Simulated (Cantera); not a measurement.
Feed: 1 mol Ti(NMe2)4, 1.2 mol C3H8, 210 mol N2, held at 35.0 Pa.

These are equilibrium values from Cantera (NASA tables, ideal gas, pure condensed phases), not measurements of a reactor. Candidate condensed phases: C, C6H6, C7H8, C8H18, Ti, TiC, TiN; 93 gas species. The feed counts by its element totals alone. TiC: taken at fixed stoichiometry. Rates play no part. All values below are at 1973 K.

Base state: N2 0.917, H2 0.0621, H 0.0180, HCN 0.00316, HNC 0.000171, C2H2 (acetylene) 3.98e-5, CN 2.02e-5 (mole fractions); condensed: C(graphite) + TiC(s).

**Question.** What changes in the equilibrium state with this change: Ti(NMe2)4 replaced by Ti?

**Answer.** 
| species | before | after |
|---|---|---|
| N2 | 0.917 | 0.972 |
| H2 | 0.0621 | 0.0167 |
| H | 0.0180 | 0.00932 |
| C2H2 (acetylene) | 3.98e-5 | 1.07e-5 |
| HNC | 0.000171 | 9.12e-5 |
| C(graphite), mol | 9.81 | 2.21 |
| TiC(s), mol | 1.000 | 1.000 |

**Question.** What changes in the equilibrium state with this change: C3H8 from 1.2 to 0.15 mol?

**Answer.** 
| species | before | after |
|---|---|---|
| N2 | 0.917 | 0.935 |
| H2 | 0.0621 | 0.0464 |
| H | 0.0180 | 0.0155 |
| C2H2 (acetylene) | 3.98e-5 | 2.97e-5 |
| HCN | 0.00316 | 0.00276 |
| HNC | 0.000171 | 0.000149 |
| CN | 2.02e-5 | 2.04e-5 |
| C(graphite), mol | 9.81 | 6.77 |
| TiC(s), mol | 1.000 | 1.000 |
